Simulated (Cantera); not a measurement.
## CH₃Cl + H₂ (fluorocarbon and chlorocarbon gases)

Input: 1 mol CH₃Cl, 2.2 mol H₂, held at 82.5 Torr.

Equilibrium computed with Cantera from the NASA thermochemical tables; the gas is ideal and each condensed phase is pure. Candidate condensed phases: C, C₆H₆, C₇H₈, C₈H₁₈; 91 gas species. The tables' values for CCl are old estimates; treat these amounts as uncertain. Equilibrium is a limit: real reactors are often held back by kinetics, nucleation or transport.

From 2202 °C to 2902 °C the condensed part is C(graphite). From 3002 °C to 3202 °C nothing is condensed. The main C-bearing gas is C₂H₂ (acetylene) at 2202 °C and C₃ at 3202 °C.

```json
[
 {"T (°C)": "2202", "log p H₂": "-1.11", "log p H": "-2.20", "log p HCl": "-1.62", "log p Cl": "-2.86", "log p C₂H₂ (acetylene)": "-3.12", "log p C₃": "-6.47", "log p C₂H": "-5.38", "log p C": "-6.93", "n C(graphite)": "0.939"},
 {"T (°C)": "2302", "log p H₂": "-1.13", "log p H": "-2.02", "log p HCl": "-1.64", "log p Cl": "-2.69", "log p C₂H₂ (acetylene)": "-2.96", "log p C₃": "-5.81", "log p C₂H": "-4.93", "log p C": "-6.34", "n C(graphite)": "0.909"},
 {"T (°C)": "2402", "log p H₂": "-1.15", "log p H": "-1.86", "log p HCl": "-1.67", "log p Cl": "-2.54", "log p C₂H₂ (acetylene)": "-2.82", "log p C₃": "-5.20", "log p C₂H": "-4.52", "log p C": "-5.80", "n C(graphite)": "0.868"},
 {"T (°C)": "2502", "log p H₂": "-1.19", "log p H": "-1.72", "log p HCl": "-1.71", "log p Cl": "-2.40", "log p C₂H₂ (acetylene)": "-2.70", "log p C₃": "-4.64", "log p C₂H": "-4.15", "log p C": "-5.30", "n C(graphite)": "0.814"},
 {"T (°C)": "2602", "log p H₂": "-1.23", "log p H": "-1.59", "log p HCl": "-1.76", "log p Cl": "-2.29", "log p C₂H₂ (acetylene)": "-2.60", "log p C₃": "-4.11", "log p C₂H": "-3.81", "log p C": "-4.83", "n C(graphite)": "0.740"},
 {"T (°C)": "2702", "log p H₂": "-1.29", "log p H": "-1.48", "log p HCl": "-1.83", "log p Cl": "-2.19", "log p C₂H₂ (acetylene)": "-2.52", "log p C₃": "-3.62", "log p C₂H": "-3.50", "log p C": "-4.40", "n C(graphite)": "0.634"},
 {"T (°C)": "2802", "log p H₂": "-1.36", "log p H": "-1.38", "log p HCl": "-1.91", "log p Cl": "-2.11", "log p C₂H₂ (acetylene)": "-2.47", "log p C₃": "-3.17", "log p C₂H": "-3.22", "log p C": "-3.99", "n C(graphite)": "0.460"},
 {"T (°C)": "2902", "log p H₂": "-1.45", "log p H": "-1.31", "log p HCl": "-2.02", "log p Cl": "-2.05", "log p C₂H₂ (acetylene)": "-2.45", "log p C₃": "-2.74", "log p C₂H": "-2.97", "log p C": "-3.61", "n C(graphite)": "0.122"},
 {"T (°C)": "3002", "log p H₂": "-1.55", "log p H": "-1.24", "log p HCl": "-2.14", "log p Cl": "-2.00", "log p C₂H₂ (acetylene)": "-2.60", "log p C₃": "-2.59", "log p C₂H": "-2.90", "log p C": "-3.34", "n C(graphite)": "0"},
 {"T (°C)": "3102", "log p H₂": "-1.66", "log p H": "-1.19", "log p HCl": "-2.27", "log p Cl": "-1.97", "log p C₂H₂ (acetylene)": "-2.84", "log p C₃": "-2.55", "log p C₂H": "-2.92", "log p C": "-3.11", "n C(graphite)": "0"},
 {"T (°C)": "3202", "log p H₂": "-1.78", "log p H": "-1.14", "log p HCl": "-2.41", "log p Cl": "-1.95", "log p C₂H₂ (acetylene)": "-3.10", "log p C₃": "-2.55", "log p C₂H": "-2.97", "log p C": "-2.91", "n C(graphite)": "0"}
]
```
log p: log10 of the partial pressure in bar; n: condensed amount in mol.
